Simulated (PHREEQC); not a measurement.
Consider water at 20 °C with 0.0046 mol/kgw Pb(NO3)2, 0.0018 mol/kgw NaNO3 and 0.043 mol/kgw Na2SO4. Closed to the air; pH follows from the charge balance.

Model: ion-association model, wateq4f.dat, run in PHREEQC.

| Quantity | Value |
|---|---|
| pH | 5.68 |
| ionic strength | 0.121 mol/kgw |

```json
[
 {"species": "Na+", "molality": "0.0830", "activity": "0.0641", "log γ": "-0.112"},
 {"species": "SO4-2", "molality": "0.0343", "activity": "0.0121", "log γ": "-0.454"},
 {"species": "NO3-", "molality": "0.0109", "activity": "0.00808", "log γ": "-0.131"},
 {"species": "NaSO4-", "molality": "0.00483", "activity": "0.00376", "log γ": "-0.109"},
 {"species": "PbSO4", "molality": "0.00281", "activity": "0.00289", "log γ": "0.012"},
 {"species": "Pb+2", "molality": "0.00120", "activity": "0.000426", "log γ": "-0.449"},
 {"species": "Pb(SO4)2-2", "molality": "0.000516", "activity": "0.000183", "log γ": "-0.449"},
 {"species": "PbNO3+", "molality": "6.60e-5", "activity": "5.09e-5", "log γ": "-0.112"},
 {"species": "PbOH+", "molality": "5.09e-6", "activity": "3.93e-6", "log γ": "-0.112"},
 {"species": "HSO4-", "molality": "2.91e-6", "activity": "2.22e-6", "log γ": "-0.116"},
 {"species": "H+", "molality": "2.57e-6", "activity": "2.11e-6", "log γ": "-0.087"},
 {"species": "Pb2OH+3", "molality": "3.84e-7", "activity": "3.75e-8", "log γ": "-1.011"},
 {"species": "OH-", "molality": "4.29e-9", "activity": "3.21e-9", "log γ": "-0.126"}
]
```

This is a speciation only: nothing precipitates in the calculation. Saturation is exceeded, for instance for Anglesite, Larnakite; the values hold only as long as no solid forms.
